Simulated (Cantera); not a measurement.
Cantera run, input and output.

```python
import numpy as np
import cantera as ct

gas = ct.Solution("gri30.yaml", transport_model="multicomponent")
show = ['H', 'OH', 'NH3']

rows = []
print(f"{'T/K':>7s}{'rho':>11s}{'cp':>10s}{'mu':>11s}{'lambda':>11s}{'Pr':>7s}" + "".join(f"{'D_' + s:>11s}" for s in show))
for T in [400, 650, 900, 1150, 1400, 1650]:
    gas.TPX = T, 13332, {'H2': 0.99}
    Pr = gas.cp_mass * gas.viscosity / gas.thermal_conductivity
    D = [gas.mix_diff_coeffs_mole[gas.species_index(s)] for s in show]
    rows.append([gas.density, gas.cp_mass, gas.viscosity, gas.thermal_conductivity, Pr, *D])
    print(f"{T:7g}{gas.density:11.4e}{gas.cp_mass:10.1f}{gas.viscosity:11.4e}"
          f"{gas.thermal_conductivity:11.4e}{Pr:7.3f}" + "".join(f"{d:11.4e}" for d in D))
print("SI units: kg/m3, J/kg/K, Pa s, W/m/K, m2/s")
```

Result:

```
    T/K        rho        cp         mu     lambda     Pr        D_H       D_OH      D_NH3
    400 8.0815e-03   14522.5 1.0869e-05 2.2905e-01  0.689 2.6895e-03 1.3348e-03 1.0271e-03
    650 4.9732e-03   14522.0 1.4897e-05 3.1443e-01  0.688 6.0920e-03 3.0038e-03 2.3984e-03
    900 3.5918e-03   14866.4 1.8383e-05 3.9688e-01  0.689 1.0479e-02 5.1561e-03 4.1738e-03
   1150 2.8110e-03   15271.7 2.1533e-05 4.7700e-01  0.689 1.5743e-02 7.7395e-03 6.3048e-03
   1400 2.3090e-03   15801.0 2.4446e-05 5.5935e-01  0.691 2.1813e-02 1.0719e-02 8.7603e-03
   1650 1.9592e-03   16321.0 2.7179e-05 6.4134e-01  0.692 2.8635e-02 1.4068e-02 1.1518e-02
SI units: kg/m3, J/kg/K, Pa s, W/m/K, m2/s
```

Cantera simulation using GRI-Mech 3.0 (53 species, 325 reactions); the numbers are that mechanism's predictions, not measurements.
